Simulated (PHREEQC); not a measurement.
FeCl3 is added in steps, without added water, to 1 kg of water holding 0.1 mol/kgw HCl, 0.0003 mol/kgw AlCl3 and 0.00013 mol/kgw KCl, at 25 °C. O2 is buffered at 0.21 atm. No CO2 enters from the air. Only these solids could form: Al(OH)3(a), Hematite.

Base run: PHREEQC, ion-association model, wateq4f.dat. Each further column changes one thing. The table gives pH.

```csv
FeCl3 added (mol),base,0.036 mol/kgw TMAH added,HCl from 0.1 to 0.15 mol/kgw,no solid may form
0,1.08,…,0.92,1.08
0.009562,0.98,…,0.85,1.09
0.01594,0.93,1.05,0.81,1.09
0.0255,0.85,…,0.76,1.10
0.03506,0.79,…,0.71,1.10
0.04144,0.76,…,0.68,1.10
0.051,0.71,0.78,0.65,1.10
```

**Question.** Fill in the missing entries.

**Answer.** 
- 0, 0.036 mol/kgw TMAH added: 1.28
- 0.009562, 0.036 mol/kgw TMAH added: 1.12
- 0.0255, 0.036 mol/kgw TMAH added: 0.95
- 0.03506, 0.036 mol/kgw TMAH added: 0.88
- 0.04144, 0.036 mol/kgw TMAH added: 0.83

 (CH3)4N+ isn't in the database: it is added as a free cation with an ion size of 4 Å. In at least one series the solution becomes supersaturated in solids that the run did not let form, among them Hematite.
